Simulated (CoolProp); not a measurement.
Vapour-liquid equilibrium of R134a (1) + R124 (2) at 186 kPa; x and y are mole fractions of (1).

Model: multi-fluid Helmholtz-energy mixture model, Tillner-Roth 1994 and de Vries 1995; pair parameters Bell 2016, in CoolProp.

Q: Give the bubble temperature and the first vapour's composition at x = 0.2, 0.275, 0.5. Is there an azeotrope?

A: x = 0.2: -1.4 °C, y = 0.323; x = 0.275: -2.9 °C, y = 0.415; x = 0.5: -6.6 °C, y = 0.637. No azeotrope shows between x = 0.05 and 0.95.

The pair parameters rest on a limited set of measurements; away from them the model extrapolates.
